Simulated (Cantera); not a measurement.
A Cantera script and what it prints.

```python
import numpy as np
import cantera as ct

gas_names = """
    C CN CO CO2 C2 CCN CNC C2N2 C2O C3 C3O2 C4 C4N2 C5 N NCO NO NO2 NO3 N2 N2O O O2 O3 Si SiC SiC2 SiN
    SiO SiO2 Si2 Si2C Si2N Si3
""".split()
cond_names = """
    C(gr) Si(cr) Si(L) SiC(b) SiO2(Lqz) SiO2(hqz) SiO2(L) Si2N2O(s) Si3N4(a)
""".split()


# ... load() reads the species with a 1 bar reference pressure and builds the phases ...
atoms = {
    'Si': {'Si': 1},
    'O2': {'O': 2},
    'N2': {'N': 2},
    'CO2': {'C': 1, 'O': 2},
}
top_T = {'C(gr)': 4500, 'SiC(b)': 3050, 'Si2N2O(s)': 2100, 'Si3N4(a)': 2400}  # K; cautious upper limits of use, not melting points


# ... equilibrate(T, P, feed) seeds the gas with the atoms and calls Mixture.equilibrate('TP', solver="vcs", rtol=1e-11, max_steps=5000) ...
results = []
feed = {'Si': 1, 'O2': 0.13, 'N2': 52, 'CO2': 0.017}  # mol
P = 61  # Pa
for T in [1600, 1625, 1650, 1675, 1700, 1725, 1750, 1775, 1800]:
    mix = equilibrate(T, P, feed)
    results.append((T, P, feed, dict(zip(mix.species_names, mix.species_moles))))
    x = sorted(zip(gas.X, gas.species_names), reverse=True)
    print(f"T = {T:g} K  P = {P:g} Pa  gas = {mix.phase_moles(0):.4g} mol")
    print("   x: " + "  ".join(f"{s} {v:.3e}" for v, s in x if v > 0.001))
    print("   condensed (mol): " + ("  ".join(f"{mix.phase(i).name} {mix.phase_moles(i):.4g}"
          for i in range(1, mix.n_phases) if mix.phase_moles(i) > 1e-12) or "none"))
```

It prints:

```
T = 1600 K  P = 61 Pa  gas = 51.82 mol
   x: N2 9.942e-01  SiO 5.346e-03
   condensed (mol): Si3N4(a) 0.2391
T = 1625 K  P = 61 Pa  gas = 51.83 mol
   x: N2 9.941e-01  SiO 5.351e-03
   condensed (mol): SiC(b) 0.0002943  Si3N4(a) 0.2366
T = 1650 K  P = 61 Pa  gas = 52.32 mol
   x: N2 9.939e-01  SiO 5.380e-03
   condensed (mol): Si(cr) 0.6889  SiC(b) 0.004372
T = 1675 K  P = 61 Pa  gas = 52.33 mol
   x: N2 9.936e-01  SiO 5.361e-03
   condensed (mol): Si(cr) 0.6753  SiC(b) 0.003357
T = 1700 K  P = 61 Pa  gas = 52.35 mol
   x: N2 9.932e-01  SiO 5.329e-03  Si 1.112e-03
   condensed (mol): Si(L) 0.6557  SiC(b) 0.001651
T = 1725 K  P = 61 Pa  gas = 52.38 mol
   x: N2 9.926e-01  SiO 5.299e-03  Si 1.664e-03
   condensed (mol): Si(L) 0.6276
T = 1750 K  P = 61 Pa  gas = 52.43 mol
   x: N2 9.918e-01  SiO 5.299e-03  Si 2.461e-03
   condensed (mol): Si(L) 0.5825
T = 1775 K  P = 61 Pa  gas = 52.49 mol
   x: N2 9.906e-01  SiO 5.299e-03  Si 3.598e-03
   condensed (mol): Si(L) 0.5183
T = 1800 K  P = 61 Pa  gas = 52.58 mol
   x: N2 9.890e-01  SiO 5.298e-03  Si 5.206e-03
   condensed (mol): Si(L) 0.4276
```

Cantera equilibrium calculation (NASA polynomials, part measured and part estimated; ideal gas, pure solids and liquids). Mutual solubility and eutectic melting of coexisting phases are not modelled. The tables' values for SiN are old estimates; treat these amounts as uncertain.
